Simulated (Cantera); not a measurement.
## Silicon oxide and oxynitride deposition: SiH₂Cl₂ + O₃ + N₂ + N₂O

Input: 1 mol SiH₂Cl₂, 2.2 mol O₃, 8.2 mol N₂, 18 mol N₂O, equilibrated at 135 Torr.

Method: chemical equilibrium by Gibbs-energy minimisation in Cantera with the NASA 1993 tables (ideal gas, pure condensed phases). Candidate condensed phases: H₂O, NH₄Cl, Si, SiO₂, Si₂N₂O, Si₃N₄; 47 gas species. The tables hold silica as quartz up to 1696 K and as liquid above; real silica turns to tridymite and cristobalite and melts near 1996 K. The numbers say what is thermodynamically allowed, not how fast it happens.

At 825 K the condensed part is SiO₂(α-quartz). From 850 K to 1150 K the condensed part is SiO₂(β-quartz).

```tsv
T (K)	x N₂	x O₂	x HCl	x H₂O	x Cl₂	n SiO₂(α-quartz)	n SiO₂(β-quartz)
825	0.668	0.281	0.0235	0.0137	0.0137	1.00	0
850	0.668	0.281	0.0251	0.0129	0.0129	0	1.00
875	0.667	0.282	0.0266	0.0122	0.0122	0	1.00
900	0.667	0.282	0.0280	0.0115	0.0115	0	1.00
925	0.667	0.282	0.0293	0.0108	0.0108	0	1.00
950	0.667	0.282	0.0305	0.0102	0.0102	0	1.00
975	0.666	0.283	0.0317	0.00960	0.00957	0	1.00
1000	0.666	0.283	0.0327	0.00907	0.00902	0	1.00
1025	0.666	0.283	0.0337	0.00857	0.00851	0	1.00
1050	0.666	0.283	0.0346	0.00812	0.00803	0	1.00
1075	0.666	0.283	0.0354	0.00770	0.00758	0	1.00
1100	0.666	0.283	0.0362	0.00732	0.00716	0	1.00
1125	0.665	0.283	0.0369	0.00697	0.00676	0	1.00
1150	0.665	0.284	0.0375	0.00665	0.00639	0	1.00
```
x: gas mole fraction; n: condensed amount in mol.
